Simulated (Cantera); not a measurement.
Predominance diagram of Ca at 1552 °C against the partial pressures of O₂ and Br₂ (log10, bar). Source: NASA polynomial tables (part measured, part estimated), evaluated in Cantera. Candidates: Ca(l), CaBr₂(l), CaO(s). Only these pure phases compete in this equilibrium. Not in the tables: oxide halides.

```
log p(Br₂) \ log p(O₂)
        columns: -13, -12.2, -11.5, -10.7, -9.9, -9.2, -8.4, -7.6, -6.9, -6.1, -5.4, -4.6, -3.8, -3.1, -2.3, -1.5, -0.8, 0
      1  A A A A A A A A A A A A A A A A A A
    0.3  A A A A A A A A A A A A A A A A A A
   -0.4  A A A A A A A A A A A A A A A A A A
   -1.1  A A A A A A A A A A A A A A A A A B
   -1.8  A A A A A A A A A A A A A A A B B B
   -2.5  A A A A A A A A A A A A A A B B B B
   -3.2  A A A A A A A A A A A A B B B B B B
   -3.8  A A A A A A A A A A B B B B B B B B
   -4.5  A A A A A A A A B B B B B B B B B B
   -5.2  A A A A A A B B B B B B B B B B B B
   -5.9  A A A A A B B B B B B B B B B B B B
   -6.6  A A A B B B B B B B B B B B B B B B
   -7.3  A B B B B B B B B B B B B B B B B B
     -8  B B B B B B B B B B B B B B B B B B
```

A: CaBr₂(l); B: CaO(s).
